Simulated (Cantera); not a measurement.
**Diamond growth**

A diamond (100) surface in a fixed gas of H2 with x(CH4) = 0.015, x(H) = 0.0065, at 1075 K, 5500 Pa; coverages are run to steady state.

Detailed kinetics in Cantera: the Harris–Goodwin 1993 mechanism for the reconstructed diamond (100) surface.

```json
[
 {"x(CH3)": "1e-06", "growth (µm/h)": "0.0346", "θ c6HH": "0.532", "θ c6H*": "0.0254", "θ c6*H": "0.426", "θ c6**": "0.0158", "θ c6HM": "5.39e-5"},
 {"x(CH3)": "2.5e-06", "growth (µm/h)": "0.0866", "θ c6HH": "0.532", "θ c6H*": "0.0254", "θ c6*H": "0.426", "θ c6**": "0.0158", "θ c6HM": "0.000135"},
 {"x(CH3)": "6.1e-06", "growth (µm/h)": "0.211", "θ c6HH": "0.532", "θ c6H*": "0.0254", "θ c6*H": "0.426", "θ c6**": "0.0157", "θ c6HM": "0.000329"},
 {"x(CH3)": "1.5e-05", "growth (µm/h)": "0.519", "θ c6HH": "0.532", "θ c6H*": "0.0254", "θ c6*H": "0.426", "θ c6**": "0.0157", "θ c6HM": "0.000807"},
 {"x(CH3)": "3.7e-05", "growth (µm/h)": "1.28", "θ c6HH": "0.531", "θ c6H*": "0.0254", "θ c6*H": "0.425", "θ c6**": "0.0157", "θ c6HM": "0.00199"},
 {"x(CH3)": "9.2e-05", "growth (µm/h)": "3.16", "θ c6HH": "0.529", "θ c6H*": "0.0252", "θ c6*H": "0.423", "θ c6**": "0.0156", "θ c6HM": "0.00492"},
 {"x(CH3)": "0.00023", "growth (µm/h)": "7.80", "θ c6HH": "0.523", "θ c6H*": "0.0250", "θ c6*H": "0.418", "θ c6**": "0.0153", "θ c6HM": "0.0121"},
 {"x(CH3)": "0.00056", "growth (µm/h)": "18.4", "θ c6HH": "0.511", "θ c6H*": "0.0243", "θ c6*H": "0.408", "θ c6**": "0.0148", "θ c6HM": "0.0287"},
 {"x(CH3)": "0.0014", "growth (µm/h)": "42.7", "θ c6HH": "0.482", "θ c6H*": "0.0228", "θ c6*H": "0.383", "θ c6**": "0.0134", "θ c6HM": "0.0666"}
]
```
θ: site fractions in the mechanism's names (c6HH fully hydrogenated, c6H* and c6*H radical sites, c6** diradical, c6HM methylated).
